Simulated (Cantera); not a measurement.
An isothermal, constant-pressure homogeneous reactor starts with CH4 : H2 : N2 = 1 : 9.8 : 0.086 (molar parts), at 1725 K and 20.0 Torr.

Cantera simulation using GRI-Mech 3.0 (53 species, 325 reactions); the numbers are that mechanism's predictions, not measurements. GRI-Mech 3.0 stops at C3 and has no aromatics, soot or wall deposition, so with more carbon than oxygen in the feed, carbon stays in small species such as C2H2 where larger ones or solid carbon would form. Radical loss at walls, strong at low pressure, is not modelled.

x: mole fraction; the columns are a selection and need not sum to one.

| t (s) | x CH4 | x H2 | x C2H | x H | x C2H4 |
|---|---|---|---|---|---|
| 2.00e-6 | 0.0919 | 0.900 | <1e-12 | [?] | <1e-12 |
| 9.35e-6 | 0.0919 | 0.900 | <1e-12 | [?] | <1e-12 |
| 4.37e-5 | 0.0919 | 0.900 | <1e-12 | [?] | 1.40e-11 |
| 0.000205 | 0.0918 | 0.900 | <1e-12 | [?] | 2.49e-9 |
| 0.000956 | 0.0918 | 0.900 | <1e-12 | [?] | 2.87e-7 |
| 0.00447 | 0.0913 | 0.900 | 5.58e-12 | [?] | 2.70e-5 |
| 0.0209 | 0.0862 | 0.902 | 6.94e-9 | [?] | 0.000515 |
| 0.0978 | 0.0600 | 0.916 | 7.68e-8 | [?] | 0.000326 |
| 0.457 | 0.0223 | 0.937 | 2.01e-7 | [?] | 8.08e-5 |
| 2.14 | 0.00474 | 0.947 | 2.85e-7 | 0.00108 | 4.27e-5 |
| 10.0 | 0.00102 | 0.949 | 3.06e-7 | 0.00111 | 4.20e-5 |

### Question
Fill in the missing entries.

### Answer

- 2.00e-6, x H: 1.45e-7
- 9.35e-6, x H: 6.04e-7
- 4.37e-5, x H: 2.36e-6
- 0.000205, x H: 1.02e-5
- 0.000956, x H: 4.71e-5
- 0.00447, x H: 0.000217
- 0.0209, x H: 0.000701
- 0.0978, x H: 0.000818
- 0.457, x H: 0.000954
